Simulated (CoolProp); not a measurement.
Vapour-liquid equilibrium of R134a (1) + R1234ze(E) (2) at 10.1 bar; x and y are mole fractions of (1).

Values from CoolProp's multi-fluid Helmholtz-energy mixture model, Tillner-Roth 1994 and Thol 2016; pair parameters Bell 2022.

### Question
Give the bubble temperature and the first vapour's composition at x = 0.5, 0.65, 0.95. Is there an azeotrope?

### Answer
x = 0.5: 43.5 °C, y = 0.551; x = 0.65: 42.2 °C, y = 0.689; x = 0.95: 40.1 °C, y = 0.956. No azeotrope shows between x = 0.05 and 0.95.

The pair parameters rest on a limited set of measurements; away from them the model extrapolates.
